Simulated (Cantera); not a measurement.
Feed: 1 mol TEOS, 0.78 mol O₂, 1.5 mol N₂, 1 mol H₂O, held at 18.0 Pa.

Equilibrium computed with Cantera from the NASA thermochemical tables; the gas is ideal and each condensed phase is pure. Candidate condensed phases: C, C₆H₆, C₇H₈, C₈H₁₈, H₂O, Si, SiC, SiO₂, Si₂N₂O, Si₃N₄; 151 gas species. The feed counts by its element totals alone. N₂ is the only nitrogen source here; it is nearly inert below about 1500 K, so the nitride shown seldom forms there in practice. The numbers say what is thermodynamically allowed, not how fast it happens.

x: gas mole fraction; n: condensed amount in mol.

```
T (K)   x H₂   x CO    x N₂     x CO₂     x H₂O     x CH₄       x SiO  n C(graphite)  n SiO₂(α-quartz)  n SiO₂(β-quartz)  n Si₂N₂O(s)  n SiC(s)
-----  -----  -----  ------  --------  --------  --------  ----------  -------------  ----------------  ----------------  -----------  --------
673    0.673  0.154  0.0948    0.0569    0.0203   0.00124      <1e-12           4.64              1.00                 0            0         0
723    0.652  0.236  0.0898    0.0157   0.00567  0.000409      <1e-12           3.79              1.00                 0            0         0
773    0.646  0.261  0.0883   0.00300   0.00145  0.000159      <1e-12           3.51              1.00                 0            0         0
823    0.645  0.266  0.0880  0.000610  0.000409   6.99e-5      <1e-12           3.46              1.00                 0            0         0
873    0.645  0.267  0.0880  0.000146  0.000132   3.36e-5      <1e-12           3.44                 0              1.00            0         0
923    0.645  0.267  0.0879   4.05e-5   4.79e-5   1.74e-5      <1e-12           3.44                 0              1.00            0         0
973    0.645  0.267  0.0879   1.29e-5   1.93e-5   9.62e-6  (withheld)           3.44                 0              1.00            0         0
1023   0.645  0.267  0.0879   4.60e-6   8.49e-6   5.61e-6  (withheld)           3.44                 0              1.00            0         0
1073   0.645  0.267  0.0879   1.81e-6   4.03e-6   3.44e-6  (withheld)           3.44                 0             1.000            0         0
1123   0.609  0.336  0.0554   1.22e-6   2.43e-6   1.96e-6  (withheld)           1.94                 0                 0        0.500         0
1173   0.609  0.336  0.0554   5.65e-7   1.31e-6   1.30e-6  (withheld)           1.94                 0                 0        0.500         0
1223   0.609  0.336  0.0554   2.79e-7   7.39e-7   8.90e-7  (withheld)           1.94                 0                 0        0.500         0
1273   0.609  0.335  0.0554   1.46e-7   4.37e-7   6.27e-7  (withheld)           1.94                 0                 0        0.499         0
1323   0.577  0.344  0.0787   8.41e-8   2.62e-7   4.07e-7  (withheld)          0.450                 0                 0            0     0.994
```

Question: Some entries are withheld; supply them.

Answer: 
- 973, x SiO: 1.49e-11
- 1023, x SiO: 9.51e-10
- 1073, x SiO: 4.10e-8
- 1123, x SiO: 6.05e-7
- 1173, x SiO: 4.10e-6
- 1223, x SiO: 2.37e-5
- 1273, x SiO: 0.000119
- 1323, x SiO: 0.000290
